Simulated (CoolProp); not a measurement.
Properties of isopentane along the isobar 0.101 MPa.

Values from CoolProp's reference Helmholtz-energy equation of state, Lemmon 2006. It is a short technical equation, of lower accuracy than the large ones.

```tsv
T (K)	phase	Z	Joule-Thomson coefficient (K/MPa)	expansivity (1/kK)
120.7	liquid	0.009298	-0.6242	1.269
138.2	liquid	0.008301	-0.6282	1.245
155.7	liquid	0.007529	-0.6202	1.237
173.3	liquid	0.006914	-0.6041	1.243
190.8	liquid	0.006419	-0.5823	1.261
208.3	liquid	0.006012	-0.5560	1.290
225.8	liquid	0.005675	-0.5262	1.331
243.3	liquid	0.005393	-0.4929	1.384
260.8	liquid	0.005157	-0.4559	1.452
278.4	liquid	0.004960	-0.4143	1.538
295.9	liquid	0.004798	-0.3671	1.647
313.4	gas	0.9620	27.55	3.641
330.9	gas	0.9687	22.52	3.364
348.4	gas	0.9738	18.72	3.135
365.9	gas	0.9778	15.79	2.943
383.4	gas	0.9810	13.48	2.777
```
